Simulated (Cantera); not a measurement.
Input: 1 mol BF₃, 1.5 mol H₂O, 3.2 mol H₂, 0.17 mol O₂, held at 1.00 Torr.

Method: chemical equilibrium by Gibbs-energy minimisation in Cantera with the NASA 1993 tables (ideal gas, pure condensed phases). Candidate condensed phases: B, B₂O₃, B₃O₃H₃, H₂O; 43 gas species. Gases not in the tables: H₃BO₃. Kinetics and transport are ignored. All values below are at 1698 K.

Base state: H₂ 0.425, HF 0.315, BOF 0.132, H₂O 0.108, HBO₂ 0.0168, H 0.00258, BF₃ 0.000164, B₂O₃ 0.000155 (mole fractions); condensed: gas only.

**Question.** What changes in the equilibrium state with this change: H₂O from 1.5 to 3.9 mol?

**Answer.** 
| species | before | after |
|---|---|---|
| H₂O | 0.108 | 0.321 |
| H₂ | 0.425 | 0.313 |
| HF | 0.315 | 0.255 |
| HBO₂ | 0.0168 | 0.0347 |
| BOF | 0.132 | 0.0745 |
| BF₃ | 0.000164 | 2.06e-5 |
| OH | 3.39e-5 | 0.000117 |
| BO₂ | 6.39e-6 | 1.54e-5 |
